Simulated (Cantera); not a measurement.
A perfectly stirred reactor is fed with C₃H₈ : O₂ : N₂ : H₂O = 1 : 4.55 : 17.1 : 1.6 (molar parts), equivalence ratio 1.1, at 4.93 atm; it is adiabatic with a 525 K inlet, and is followed from long to short residence time, starting on the burning branch (τ in s: 0.023, 0.013, 0.0074, 0.0042, 0.0024, 0.0013, 0.00076, 0.00043, 0.00024, 0.00014, 7.8e-05, 4.4e-05).

Cantera simulation using GRI-Mech 3.0 (53 species, 325 reactions); the numbers are that mechanism's predictions, not measurements. GRI-Mech 3.0 was tuned for natural gas; its chemistry of propane as a main component is partial and can be far from experiment.

Question: Predict: blow-out, bracketed by the residence times tried; x(C₃H₈) at τ = 23.0 ms; x(O₂) at τ = 23.0 ms; x(H₂O) at τ = 23.0 ms; x(CO₂) at τ = 23.0 ms; x(CH₃) at τ = 23.0 ms; x(C₃H₈) at τ = 0.760 ms; x(O₂) at τ = 0.760 ms; x(H₂O) at τ = 0.760 ms; x(CO₂) at τ = 0.760 ms; x(CH₃) at τ = 0.760 ms.

Answer: 
| Item | Value |
|---|---|
| blow-out, bracketed by the residence times tried | burning at 44.0 µs, the shortest tried |
| x(C₃H₈) at τ = 23.0 ms | 2.17e-7 |
| x(O₂) at τ = 23.0 ms | 0.000836 |
| x(H₂O) at τ = 23.0 ms | 0.205 |
| x(CO₂) at τ = 23.0 ms | 0.0895 |
| x(CH₃) at τ = 23.0 ms | 3.02e-6 |
| x(C₃H₈) at τ = 0.760 ms | 4.11e-6 |
| x(O₂) at τ = 0.760 ms | 0.00436 |
| x(H₂O) at τ = 0.760 ms | 0.199 |
| x(CO₂) at τ = 0.760 ms | 0.0840 |
| x(CH₃) at τ = 0.760 ms | 2.54e-5 |
